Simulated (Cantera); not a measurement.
A closed system holds: 1 mol C6H6, 0.028 mol H2O, equilibrated at 48800 Torr.

Cantera equilibrium calculation (NASA polynomials, part measured and part estimated; ideal gas, pure solids and liquids). Candidate condensed phases: C, C6H6, C7H8, C8H18, H2O; 110 gas species. The ideal-gas law is rough above about 30 bar. Kinetics and transport are ignored. All values below are at 2823 K.

Base state: H2 0.938, C2H2 (acetylene) 0.0338, H 0.0107, CO 0.00917, CH4 0.00546, CH3 0.00103, C2H4 0.000545, C4H2 0.000507 (mole fractions); condensed: C(graphite).

What changes in the equilibrium state with this change: H2O from 0.028 to 0.4 mol?


| species | before | after |
|---|---|---|
| H2 | 0.938 | 0.847 |
| CO | 0.00917 | 0.105 |
| C2H2 (acetylene) | 0.0338 | 0.0305 |
| H | 0.0107 | 0.0101 |
| H2O | 6.74e-6 | 6.98e-5 |
| C3H4 (propyne) | 5.66e-5 | 4.62e-5 |
| CH4 | 0.00546 | 0.00445 |
| C2H4 | 0.000545 | 0.000445 |
| C3H4 (allene) | 2.56e-5 | 2.09e-5 |
| C(graphite), mol | 5.73 | 5.33 |
